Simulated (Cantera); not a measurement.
Mixture: CH₄ : CO : O₂ : N₂ = 1 : 0.059 : 3.08 : 8 (molar parts), at 101000 Pa, adiabatic and at constant volume. Ignition delay is the time to a rise of 400 K.

Cantera simulation using GRI-Mech 3.0 (53 species, 325 reactions); the numbers are that mechanism's predictions, not measurements.

**Question.** Predict: delay at 1323 K; delay at 1373 K; delay at 1423 K; delay at 1473 K; delay at 1523 K; delay at 1573 K; apparent activation energy between 1473 and 1573 K.

**Answer.** 
- delay at 1323 K = 4.98 ms
- delay at 1373 K = 2.73 ms
- delay at 1423 K = 1.57 ms
- delay at 1473 K = 0.942 ms
- delay at 1523 K = 0.591 ms
- delay at 1573 K = 0.387 ms
- apparent activation energy between 1473 and 1573 K = 170 kJ/mol
